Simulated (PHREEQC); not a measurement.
## Alkaline etch or developer (model solution)

Solution (20 °C): 0.0028 mol TMAH and 0.0029 mol NaAlO2 per kg of water. Closed to the air; pH follows from the charge balance.

Model: ion-association model, phreeqc.dat, run in PHREEQC.

Precipitation was switched off in this run.

### Question
Predict the pH.

### Answer
pH 11.58.

Saturation is exceeded, for instance for Gibbsite (slow to form); the values hold only as long as no solid forms. (CH3)4N+ isn't in the database: it is added as a free cation with an ion size of 4 Å.
